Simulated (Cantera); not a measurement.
A perfectly stirred reactor is fed with 4.98 % H2, 45.2 % O2, 49.8 % N2, equivalence ratio 0.055, at 0.0263 atm; it is held at 1273 K, and followed from long to short residence time.

Computed with Cantera and the H2/O2 subset of GRI-Mech 3.0, which has no nitrogen chemistry. Radical loss at walls, strong at low pressure, is not modelled. The temperature is held fixed by assumption; the heat of reaction is taken as removed at once.

x: mole fraction; the columns are a selection and need not sum to one.

```json
[
 {"τ (s)": "9.6", "x H2": "3.44e-5", "x O2": "0.438", "x H2O": "0.0508", "x OH": "0.000460", "x H2O2": "3.62e-8", "x HO2": "5.40e-7"},
 {"τ (s)": "2.6", "x H2": "7.92e-5", "x O2": "0.438", "x H2O": "0.0505", "x OH": "0.000710", "x H2O2": "5.57e-8", "x HO2": "9.67e-7"},
 {"τ (s)": "0.69", "x H2": "0.000181", "x O2": "0.437", "x H2O": "0.0501", "x OH": "0.00110", "x H2O2": "8.04e-8", "x HO2": "1.58e-6"},
 {"τ (s)": "0.18", "x H2": "0.000408", "x O2": "0.435", "x H2O": "0.0492", "x OH": "0.00168", "x H2O2": "1.07e-7", "x HO2": "2.32e-6"},
 {"τ (s)": "0.049", "x H2": "0.000854", "x O2": "0.431", "x H2O": "0.0474", "x OH": "0.00244", "x H2O2": "1.29e-7", "x HO2": "2.98e-6"},
 {"τ (s)": "0.013", "x H2": "0.00170", "x O2": "0.425", "x H2O": "0.0442", "x OH": "0.00331", "x H2O2": "1.44e-7", "x HO2": "3.43e-6"},
 {"τ (s)": "0.0035", "x H2": "…", "x O2": "0.422", "x H2O": "…", "x OH": "…", "x H2O2": "…", "x HO2": "3.66e-6"},
 {"τ (s)": "0.00094", "x H2": "0.00799", "x O2": "0.424", "x H2O": "0.0337", "x OH": "0.00510", "x H2O2": "2.18e-7", "x HO2": "3.74e-6"},
 {"τ (s)": "0.00025", "x H2": "…", "x O2": "0.433", "x H2O": "…", "x OH": "0.00513", "x H2O2": "…", "x HO2": "3.49e-6"}
]
```

**Question.** Fill in the missing entries.

**Answer.** 
- 0.0035, x H2: 0.00341
- 0.0035, x H2O: 0.0399
- 0.0035, x OH: 0.00418
- 0.0035, x H2O2: 1.67e-7
- 0.00025, x H2: 0.0211
- 0.00025, x H2O: 0.0216
- 0.00025, x H2O2: 2.37e-7
